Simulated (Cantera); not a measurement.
What does this Cantera script print?

```python
import numpy as np
import cantera as ct

gas_names = """
    H HNO HNO2 HNO3 HO2 H2 H2O H2O2 N NH NH2 NH3 NH2OH NO NO2 NO3 N2 N2H2 N2H4 N2O O OH O2 O3 Pb PbO Pb2
""".split()
cond_names = """
    H2O(s) H2O(L) Pb(cr) Pb(L) PbO(rd) PbO(yw) PbO(L) PbO2(s) Pb3O4(s)
""".split()


def load(file, names, dense=False):
    # The tables refer to 1 bar. Condensed volumes are neglected.
    table = {s.name: s for s in ct.Species.list_from_file(file)}
    out = []
    for n in names:
        d = dict(table[n].input_data)
        d["thermo"] = dict(d["thermo"], **{"reference-pressure": 1e5})
        if dense:
            d["equation-of-state"] = {"model": "constant-volume", "density": "1e6 g/cm^3"}
        out.append(ct.Species.from_dict(d))
    return out


gas = ct.Solution(thermo="ideal-gas", species=load("nasa_gas.yaml", gas_names))
cond = {s.name: ct.Solution(thermo="fixed-stoichiometry", species=[s], name=s.name)
        for s in load("nasa_condensed.yaml", cond_names, dense=True)}
atoms = {
    'PbO': {'Pb': 1, 'O': 1},
    'H2': {'H': 2},
    'N2': {'N': 2},
    'O2': {'O': 2},
}
top_T = {'Pb3O4(s)': 820}  # K; cautious upper limits of use, not melting points


def equilibrate(T, P, feed):
    n = {}
    for name, mol in feed.items():
        for a, k in atoms[name].items():
            n[a] = n.get(a, 0.0) + k * mol
    gas.TPX = T, P, n
    mass = sum(n.values()) * gas.mean_molecular_weight
    gas.equilibrate("TP")
    valid = [c for c in cond.values() if c.min_temp <= T <= top_T.get(c.name, c.max_temp)]
    mix = ct.Mixture([(gas, mass / gas.mean_molecular_weight)] + [(c, 0.0) for c in valid])
    mix.T, mix.P = T, P
    mix.equilibrate("TP", solver="vcs", rtol=1e-11, max_steps=5000)
    return mix


results = []
feed = {'PbO': 1, 'H2': 3.3, 'N2': 95, 'O2': 0.076}  # mol
P = 500000  # Pa
for T in [525, 625, 725, 825, 925, 1025, 1125, 1225, 1325, 1425, 1525]:
    mix = equilibrate(T, P, feed)
    results.append((T, P, feed, dict(zip(mix.species_names, mix.species_moles))))

top = {s: max(r[3][s] / sum(r[3][g] for g in gas_names) for r in results) for s in gas_names}
cols = sorted((s for s in top if top[s] > 1e-05), key=lambda s: -top[s])[:7]
seen = [c for c in cond_names if any(r[3].get(c, 0) > 1e-12 for r in results)]
print("log10 of partial pressures in bar; condensed amounts in mol")
print(f"{'T/K':>10s}" + "".join(f"{s[:9]:>10s}" for s in cols + seen))
for T, P, feed, n in results:
    ng = sum(n[g] for g in gas_names)
    print(f"{T:10.4g}" + "".join(f"{np.log10(max(n[s] / ng * P / 1e5, 1e-99)):10.3f}" for s in cols)
          + "".join(f"{n.get(c, 0):10.4g}" for c in seen))
```

It prints:

```
log10 of partial pressures in bar; condensed amounts in mol
       T/K        N2        H2       H2O        Pb       NH3    Pb(cr)     Pb(L)
       525     0.685    -1.032    -1.231   -13.691    -1.954         1         0
       625     0.684    -0.974    -1.232   -10.632    -2.679         0         1
       725     0.684    -0.965    -1.232    -8.472    -3.269         0         1
       825     0.684    -0.963    -1.232    -6.843    -3.733         0         1
       925     0.684    -0.962    -1.232    -5.573    -4.103         0    0.9999
      1025     0.684    -0.962    -1.232    -4.556    -4.406         0    0.9995
      1125     0.684    -0.962    -1.232    -3.723    -4.657         0    0.9963
      1225     0.684    -0.962    -1.232    -3.029    -4.869         0    0.9816
      1325     0.684    -0.962    -1.232    -2.443    -5.050         0    0.9291
      1425     0.683    -0.963    -1.233    -1.941    -5.207         0    0.7742
      1525     0.681    -0.964    -1.235    -1.507    -5.346         0    0.3834
```

Equilibrium computed with Cantera from the NASA thermochemical tables; the gas is ideal and each condensed phase is pure.
